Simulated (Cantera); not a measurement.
Charge: 1 mol borazine, 0.31 mol H2O, 0.97 mol H2, at 51.0 Pa.

Method: chemical equilibrium by Gibbs-energy minimisation in Cantera with the NASA 1993 tables (ideal gas, pure condensed phases). Candidate condensed phases: B, BN, B2O3, B3O3H3, H2O; 39 gas species. The feed counts by its element totals alone. Mutual solubility and eutectic melting of coexisting phases are not modelled. The tables' values for BH2 are old estimates; treat these amounts as uncertain. Equilibrium is a limit: real reactors are often held back by kinetics, nucleation or transport.

x: gas mole fraction; n: condensed amount in mol.

| T (°C) | x H2 | x N2 | x H | x HBO | x BO | x B2O2 | x B | n BN(s) | n B(s) |
|---|---|---|---|---|---|---|---|---|---|
| 1275 | 0.922 | 0.0297 | 0.00131 | 0.0307 | 0.00106 | … | 5.35e-10 | 2.73 | 0 |
| 1350 | 0.912 | 0.0321 | 0.00292 | 0.0384 | 0.00271 | 0.00887 | 9.29e-9 | 2.71 | 0 |
| 1425 | 0.904 | 0.0331 | 0.00609 | 0.0415 | 0.00560 | 0.00884 | 1.28e-7 | 2.69 | 0 |
| 1500 | 0.896 | 0.0333 | 0.0119 | 0.0411 | 0.0100 | … | 1.42e-6 | 2.69 | 0 |
| 1575 | 0.884 | 0.0332 | 0.0221 | 0.0383 | 0.0162 | … | 1.30e-5 | 2.69 | 0 |
| 1650 | 0.833 | 0.0698 | 0.0381 | 0.0321 | 0.0229 | … | 6.89e-5 | 2.31 | 0.376 |
| 1725 | 0.668 | 0.224 | 0.0581 | 0.0209 | 0.0264 | … | 0.000253 | 0.291 | 2.39 |
| 1800 | 0.622 | 0.237 | 0.0918 | 0.0155 | 0.0310 | … | 0.000843 | 0 | 2.68 |
| 1875 | 0.579 | 0.230 | 0.140 | 0.0112 | 0.0346 | … | 0.00258 | 0 | 2.66 |
| 1950 | 0.521 | 0.220 | 0.205 | 0.00777 | 0.0364 | … | 0.00733 | 0 | 2.63 |

### Question
Some entries are withheld; supply them.

### Answer

- 1275, x B2O2: 0.00670
- 1500, x B2O2: 0.00753
- 1575, x B2O2: 0.00577
- 1650, x B2O2: 0.00379
- 1725, x B2O2: 0.00178
- 1800, x B2O2: 0.000946
- 1875, x B2O2: 0.000483
- 1950, x B2O2: 0.000234
